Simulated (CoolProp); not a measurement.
Values from CoolProp's reference Helmholtz-energy equation of state, Lemmon 2003. It is a pseudo-pure fit of the blend.

**Question.** For R507A, give the phase and the cv (kJ/(kg K)), Prandtl number at 226.85 °C and 0.864 MPa; 226.85 °C and 1.73 MPa.

**Answer.** 
- 226.85 °C and 0.864 MPa: gas; cv 1.08, Prandtl number 0.813
- 226.85 °C and 1.73 MPa: gas; cv 1.09, Prandtl number 0.819

Viscosity comes from a separate model (Geller 2000). Thermal conductivity comes from a separate model (Geller 2001).
